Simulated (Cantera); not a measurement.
# Premixed flame

A freely propagating, adiabatic, planar premixed flame of 36.0 % H2, 12.9 % O2, 48.3 % N2, 2.85 % H2O, equivalence ratio 1.4, unburnt at 300 K and 0.160 bar; mixture-averaged transport, grid criteria slope 0.08 and curve 0.16, no radiation.

Model: the H2/O2 subset of GRI-Mech 3.0, which has no nitrogen chemistry, integrated in Cantera. Burning velocities carry a grid error of a few per cent, more on coarse grids.

```tsv
z (mm)	T (K)	u (m/s)	x H2	x O2	x H2O	x HO2	x O	x H2O2
-10.9	300	2.39	0.360	0.129	0.0285	<1e-8	<1e-8	<1e-8
-7.27	300	2.39	0.360	0.129	0.0285	<1e-8	<1e-8	<1e-8
-5.45	300	2.39	0.360	0.129	0.0285	<1e-8	<1e-8	<1e-8
-3.63	300	2.39	0.360	0.129	0.0285	<1e-8	<1e-8	<1e-8
-1.82	304	2.42	0.359	0.129	0.0286	1.68e-5	2.44e-7	1.27e-6
-0.908	533	4.14	0.330	0.125	0.0442	9.80e-5	9.50e-5	5.95e-5
0	985	7.41	0.226	0.0924	0.122	2.43e-5	0.00296	7.97e-7
0.908	1280	9.53	0.117	0.0297	0.239	6.67e-6	0.00684	6.66e-7
1.82	1405	10.4	0.0914	0.0115	0.274	2.36e-6	0.00617	6.01e-7
3.63	1527	11.2	0.0930	0.00787	0.282	1.42e-6	0.00557	4.56e-7
7.27	1660	12.1	0.0985	0.00620	0.288	9.79e-7	0.00468	2.70e-7
14.5	1797	12.9	0.103	0.00441	0.295	6.36e-7	0.00347	1.39e-7
29.1	1924	13.7	0.107	0.00277	0.304	3.90e-7	0.00222	7.01e-8
```
x: mole fraction of selected species; z is measured from the peak of heat release.

```
Quantity                    Result
------------------------  --------
laminar burning velocity  239 cm/s
thermal thickness          3.63 mm
peak x(HO2)               0.000174
peak x(O)                  0.00684
peak x(H2O2)               6.61e-5
grid points                    131
```
